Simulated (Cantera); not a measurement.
Input: 1 mol CS2, 0.13 mol O2, at 2250 K and 10.0 mbar.

These are equilibrium values from Cantera (NASA tables, ideal gas, pure condensed phases), not measurements of a reactor. Candidate condensed phases: C, S; 22 gas species. Rates play no part.

Base state: CS 0.318, S2 0.288, CO 0.166, CS2 0.154, S 0.0733, COS 0.000109 (mole fractions); condensed: gas only.

What changes in the equilibrium state with this change: CS2 replaced by PH3?


```
species  before    after
-------  ------  -------
H2            0    0.643
P2            0    0.171
PO            0    0.103
CS        0.318        0
S2        0.288        0
CO        0.166        0
CS2       0.154        0
S        0.0733        0
H             0   0.0596
H2O           0   0.0115
P             0  0.00904
PO2           0  0.00212
```
Gases not in the tables: HPO2, HPO3 and P4O6. Further candidate phases: H2O, P, P4O10.

What changes in the equilibrium state with this change: O2 from 0.13 to 0.048 mol?


```json
[
 {"species": "CS", "before": "0.318", "after": "0.429"},
 {"species": "S2", "before": "0.288", "after": "0.246"},
 {"species": "CS2", "before": "0.154", "after": "0.191"},
 {"species": "CO", "before": "0.166", "after": "0.0658"},
 {"species": "S", "before": "0.0733", "after": "0.0677"},
 {"species": "COS", "before": "0.000109", "after": "3.99e-5"}
]
```
